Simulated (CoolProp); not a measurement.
Vapour-liquid equilibrium of diethyl ether (1) + acetone (2) at 348.1 K; x and y are mole fractions of (1).

Computed with CoolProp (multi-fluid Helmholtz-energy mixture model, Thol 2014 and Lemmon 2006; pair parameters Bell 2016).

```
x      bubble pressure (kPa)  y at the bubble point  dew pressure at overall composition x (kPa)  liquid density (mol/L)
-----  ---------------------  ---------------------  -------------------------------------------  ----------------------
0.05                   200.9                  0.117                                        191.9                     ___
0.125                  223.3                    ___                                        202.1                   11.87
0.2                      ___                  0.374                                        213.4                     ___
0.275                  263.7                  0.465                                        225.9                   11.18
0.35                   280.9                  0.540                                        239.7                   10.86
0.425                  296.1                  0.603                                        254.9                   10.55
0.5                    309.3                  0.657                                        271.6                   10.26
0.575                  320.6                    ___                                        289.4                   9.982
0.65                   330.3                    ___                                          ___                   9.721
0.725                  338.4                  0.795                                        325.0                   9.476
0.8                    344.9                  0.841                                        339.2                   9.245
0.875                  349.8                    ___                                        348.4                   9.031
0.95                   352.4                  0.952                                        352.4                   8.831
```

Q: Complete the blanks.

A: 
- 0.05, liquid density (mol/L): 12.24
- 0.125, y at the bubble point: 0.260
- 0.2, bubble pressure (kPa): 244.4
- 0.2, liquid density (mol/L): 11.52
- 0.575, y at the bubble point: 0.705
- 0.65, y at the bubble point: 0.751
- 0.65, dew pressure at overall composition x (kPa): 307.7
- 0.875, y at the bubble point: 0.892

No azeotrope shows between x = 0.05 and 0.95.

The pair parameters rest on a limited set of measurements; away from them the model extrapolates.
